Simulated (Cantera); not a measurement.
A closed system holds: 1 mol CH₃SiCl₃, 1.1 mol C₂H₂, 280 mol H₂, held at 2400 K and 90.0 Torr.

Cantera equilibrium calculation (NASA polynomials, part measured and part estimated; ideal gas, pure solids and liquids). Candidate condensed phases: C, C₆H₆, C₇H₈, C₈H₁₈, Si, SiC; 109 gas species. The feed counts by its element totals alone. The tables' values for SiCl are old estimates; treat these amounts as uncertain. Gases not in the tables: Si₂H₆ and higher silanes. Rates play no part.

Base state: H₂ 0.937, H 0.0444, HCl 0.00986, C₂H₂ (acetylene) 0.00501, Si 0.00236, SiC₂ 0.000347, Cl 0.000334, SiH 0.000244 (mole fractions); condensed: gas only.

**Question.** What changes in the equilibrium state with this change: pressure from 90.0 Torr to 390 Torr?

**Answer.** 
| species | before | after |
|---|---|---|
| H₂ | 0.937 | 0.962 |
| H | 0.0444 | 0.0216 |
| HCl | 0.00986 | 0.0101 |
| Si | 0.00236 | 0.000964 |
| CH₄ | 1.64e-5 | 6.96e-5 |
| SiC₂ | 0.000347 | 0.000123 |
| C₂H | 1.37e-5 | 5.76e-6 |
| Cl | 0.000334 | 0.000163 |
| CH₃ | 1.43e-5 | 2.88e-5 |
| SiC(s), mol | 0 | 0.495 |

**Question.** What changes in the equilibrium state with this change: temperature from 2400 K to 2123 K?

**Answer.** 
```csv
species,before,after
H₂,0.937,0.977
HCl,0.00986,0.0104
H,0.0444,0.0102
C₂H₂ (acetylene),0.00501,0.00162
Si,0.00236,0.000119
SiC₂,0.000347,8.45e-6
Si₂C,0.000156,5.32e-6
C₂H,1.37e-5,4.70e-7
SiH,0.000244,2.11e-5
C₄H₂,1.10e-5,1.09e-6
"C(graphite), mol",0,1.31
"SiC(s), mol",0,0.942
```

**Question.** What changes in the equilibrium state with this change: CH₃SiCl₃ replaced by (CH₃)₂SiCl₂?

**Answer.** 
```json
[
 {"species": "H₂", "before": "0.937", "after": "0.939"},
 {"species": "H", "before": "0.0444", "after": "0.0445"},
 {"species": "HCl", "before": "0.00986", "after": "0.00656"},
 {"species": "C₂H₂ (acetylene)", "before": "0.00501", "after": "0.00655"},
 {"species": "Si", "before": "0.00236", "after": "0.00228"},
 {"species": "SiCl₂", "before": "2.16e-5", "after": "9.22e-6"},
 {"species": "C₄H₂", "before": "1.10e-5", "after": "1.88e-5"},
 {"species": "C(graphite), mol", "before": "0", "after": "0.0189"}
]
```
